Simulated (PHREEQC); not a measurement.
PHREEQC input (Pitzer model, pitzer.dat):

```
SOLUTION 1
  temp 25
  units mol/kgw
  pH 7 charge
  C(4) 0.087
  Na 0.087
END
SELECTED_OUTPUT 1
  -reset false
  -pH true
  -pe true
  -ionic_strength true
  -water true
  -totals C Na
  -molalities H+ Na+ CO3-2 OH- HCO3- CO2
  -saturation_indices Nahcolite Natron Trona
USER_PUNCH 1
  -headings p_CO2(g) phi_CO2(g) p_H2O(g) phi_H2O(g) density
  10 PUNCH PR_P("CO2(g)"), PR_PHI("CO2(g)"), PR_P("H2O(g)"), PR_PHI("H2O(g)"), RHO
PRINT
  -reset false
USE solution 1
REACTION_TEMPERATURE 1
  10
GAS_PHASE 1
  -fixed_pressure
  -pressure 5
  -temperature 10
  -volume 20
  CO2(g) 5
  H2O(g) 0
END
# ... the last block is repeated for the other 8 points of T (°C)
```

Selected output (columns that matter, 9 of 9 rows; T (°C) added in front):

```
T (°C)	pH	mu	C	Na	m_H+	m_Na+	si_Nahcolite	si_Natron	si_Trona	p_CO2(g)	phi_CO2(g)	p_H2O(g)	phi_H2O(g)	density
10	5.947	0.087029	0.34036	0.087019	1.7255e-06	0.087019	-1.9889	-7.1115	-9.2729	4.9871	0.96789	0.012923	0.9465	1.0079
20	5.995	0.087046	0.27291	0.087034	1.5365e-06	0.087034	-1.8913	-6.9686	-9.0363	4.9756	0.97105	0.024365	0.95097	1.0054
30	6.0517	0.087074	0.22913	0.087058	1.3422e-06	0.087058	-1.817	-6.8408	-8.8365	4.9561	0.97385	0.043867	0.95487	1.0023
40	6.1155	0.087117	0.19954	0.087096	1.1543e-06	0.087096	-1.7634	-6.7269	-8.6705	4.9242	0.97633	0.07577	0.95824	0.99844
50	6.1856	0.087182	0.17875	0.087155	9.7901e-07	0.087155	-1.7284	-6.6254	-8.535	4.8739	0.97856	0.12606	0.9611	0.99399
60	6.2616	0.087279	0.16357	0.087245	8.1955e-07	0.087245	-1.7099	-6.5346	-8.4262	4.7973	0.98056	0.20271	0.96347	0.98895
70	6.3438	0.087422	0.15206	0.087379	6.767e-07	0.087379	-1.706	-6.4522	-8.3403	4.684	0.98238	0.31602	0.96535	0.98338
80	6.4332	0.087632	0.14296	0.087579	5.4997e-07	0.087579	-1.7151	-6.3756	-8.2731	4.5211	0.98408	0.47894	0.96675	0.97731
90	6.5315	0.087943	0.13543	0.087878	4.382e-07	0.087878	-1.7356	-6.3014	-8.2196	4.2927	0.98571	0.70726	0.96768	0.97077
```

Away from 25 °C the constants follow the database's enthalpies or fits; those with neither stay at their 25 °C values.
